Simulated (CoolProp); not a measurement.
Nitrous oxide along the isobar 102 bar: Z from the reference equation and from simpler models built on Tc = 309.5 K, pc = 72.45 bar, ω = 0.161; each cubic takes its own stable root.

Computed with CoolProp (reference Helmholtz-energy equation of state, Lemmon 2006). It is a short technical equation, of lower accuracy than the large ones.

```
T (K)          phase  reference
-----  -------------  ---------
233.5         liquid     0.2105
253.5         liquid     0.2069
273.5         liquid     0.2077
293.5         liquid     0.2158
313.6  supercritical     0.2459
333.6  supercritical     0.4487
353.6  supercritical     0.6199
373.6  supercritical     0.7111
393.6  supercritical     0.7719
```

### Question
How far does each simpler model (van der Waals, Redlich-Kwong, Soave-Redlich-Kwong) lie from the reference over these 9 states: mean and median of the absolute difference, and the worst?

### Answer
- van der Waals: mean 30.1 %, median 38.8 %, worst +54.6 % at 233.5 K and 102 bar
- Redlich-Kwong: mean 8.0 %, median 9.8 %, worst +18.1 % at 313.6 K and 102 bar
- Soave-Redlich-Kwong: mean 8.6 %, median 8.5 %, worst +19.1 % at 313.6 K and 102 bar
